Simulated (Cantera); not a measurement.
What does this Cantera script print?

```python
import numpy as np
import cantera as ct

gas_names = """
    CL CLO CL2 H HCL HOCL HO2 H2 H2O H2O2 O OH O2 O3 Si SiCL SiCL2 SiCL3 SiCL4 SiH SiHCL3 SiH2 SiH2CL2
    SiH3 SiH3CL SiH4 SiO SiO2 Si2 Si3
""".split()
cond_names = """
    H2O(s) H2O(L) Si(cr) Si(L) SiO2(Lqz) SiO2(hqz) SiO2(L)
""".split()


# ... load() reads the species with a 1 bar reference pressure and builds the phases ...
atoms = {
    'SiCl4': {'Si': 1, 'CL': 4},
    'O3': {'O': 3},
    'H2': {'H': 2},
}
top_T = {}  # K; cautious upper limits of use, not melting points


# ... equilibrate(T, P, feed) seeds the gas with the atoms and calls Mixture.equilibrate('TP', solver="vcs", rtol=1e-11, max_steps=5000) ...
results = []
feed = {'SiCl4': 1, 'O3': 0.81, 'H2': 0.1}  # mol
T = 1673  # K
P = 58000  # Pa
mix = equilibrate(T, P, feed)
results.append((T, P, feed, dict(zip(mix.species_names, mix.species_moles))))
x = sorted(zip(gas.X, gas.species_names), reverse=True)
print(f"T = {T:g} K  P = {P:g} Pa  gas = {mix.phase_moles(0):.4g} mol")
print("   x: " + "  ".join(f"{s} {v:.3e}" for v, s in x if v > 0.0001))
print("   condensed (mol): " + ("  ".join(f"{mix.phase(i).name} {mix.phase_moles(i):.4g}"
      for i in range(1, mix.n_phases) if mix.phase_moles(i) > 1e-12) or "none"))
```

Result:

```
T = 1673 K  P = 58000 Pa  gas = 2.54 mol
   x: CL2 6.590e-01  CL 1.772e-01  O2 8.424e-02  HCL 7.865e-02  CLO 7.893e-04
   condensed (mol): SiO2(hqz) 0.9999
```

These are equilibrium values from Cantera (NASA tables, ideal gas, pure condensed phases), not measurements of a reactor. The tables hold silica as quartz up to 1696 K and as liquid above; real silica turns to tridymite and cristobalite and melts near 1996 K.
